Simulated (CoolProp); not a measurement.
Decamethylcyclopentasiloxane (D5) along the isobar 0.101 MPa: density (kg/m³) from the reference equation and from simpler models built on Tc = 618.3 K, pc = 1.078 MPa, ω = 0.631; each cubic takes its own stable root.

Computed with CoolProp (reference Helmholtz-energy equation of state, Thol 2019).

| T (K) | phase | reference |
|---|---|---|
| 480.3 | liquid | 748.2 |
| 491.6 | gas | 10.02 |
| 502.8 | gas | 9.717 |
| 514.1 | gas | 9.434 |
| 525.3 | gas | 9.174 |
| 536.6 | gas | 8.929 |
| 547.9 | gas | 8.701 |
| 559.1 | gas | 8.488 |
| 570.4 | gas | 8.286 |
| 581.6 | gas | 8.097 |
| 592.9 | gas | 7.916 |
| 604.2 | gas | 7.745 |
| 615.4 | gas | 7.583 |

Task: How far does each simpler model (Redlich-Kwong, Peng-Robinson) lie from the reference over these 13 states: mean and median of the absolute difference, and the worst?

Result: 
- Redlich-Kwong: mean 8.5 %, median 0.9 %, worst -98.7 % at 480.3 K and 0.101 MPa
- Peng-Robinson: mean 0.3 %, median 0.2 %, worst -1.5 % at 480.3 K and 0.101 MPa

At some of these states Redlich-Kwong gives the other phase, because its saturation line lies elsewhere.
